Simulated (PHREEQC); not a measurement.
Consider water at 20 °C with 189 mmol/kgw KH2PO4 and 18 mmol/kgw HCl. Closed to the air; pH follows from the charge balance.

The numbers come from PHREEQC with the ion-association model, phreeqc.dat.

This is a speciation only: nothing precipitates in the calculation.

Estimate the pH.

pH 3.01.

In which forms is P present?

H2PO4- 91 %, H3PO4 8.9 % of the P.
